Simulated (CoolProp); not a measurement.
A Linde-Hampson liquefier for nitrogen: isothermal reversible compression at 200 K from 1 atm to 30 MPa, throttling to 1 atm, return gas leaving the recuperator 0 K below the feed. Each further row changes one setting.

Computed with CoolProp (reference Helmholtz-energy equation of state, Span 2000).

```json
[
 {"case": "as stated", "liquid yield per pass": "0.257", "compression work (kJ/kg of gas)": "320"},
 {"case": "high pressure 60 MPa", "liquid yield per pass": "0.230", "compression work (kJ/kg of gas)": "375"},
 {"case": "warm-end temperature 230 K", "liquid yield per pass": "0.186", "compression work (kJ/kg of gas)": "380"},
 {"case": "warm-end gap 5 K", "liquid yield per pass": "0.245", "compression work (kJ/kg of gas)": "320"}
]
```
